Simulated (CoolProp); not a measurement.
A single-stage vapour-compression cycle with the fluid: evaporating at 219.15 K (dew point), condensing at 272.15 K (bubble point), superheat 2 K, subcooling 2 K, compressor efficiency 0.85, no pressure losses. The same conditions are run with several fluids, on thermodynamics alone (safety and materials aside).

The numbers come from the reference Helmholtz-energy equation of state of each fluid (R124: de Vries 1995; R507A: Lemmon 2003; R142b: Lemmon 2006; ethylene: Smukala 2000; CH2F2 (R32): Tillner-Roth 1997; hydrogen sulfide: Lemmon 2006) in CoolProp. Blends and air are pseudo-pure fits.

```
fluid             cooling COP  pressure ratio  discharge temperature (K)  refrigerating effect (kJ/kg)  volumetric capacity (kJ/m³)
----------------  -----------  --------------  -------------------------  ----------------------------  ---------------------------
R124                     2.88             [?]                      293.6                           133                          115
R507A                    2.75            8.58                      294.1                           137                          539
R142b                     [?]            13.2                      307.0                           187                          109
ethylene                 2.12             [?]                      320.6                           233                         3890
CH2F2 (R32)              2.78             [?]                      359.7                           302                          797
hydrogen sulfide         2.79            7.26                        [?]                           437                         1150
```

Q: Some entries are withheld; supply them.

A: 
- R124, pressure ratio: 13.6
- R142b, cooling COP: 2.95
- ethylene, pressure ratio: 4.31
- CH2F2 (R32), pressure ratio: 8.77
- hydrogen sulfide, discharge temperature (K): 383.0
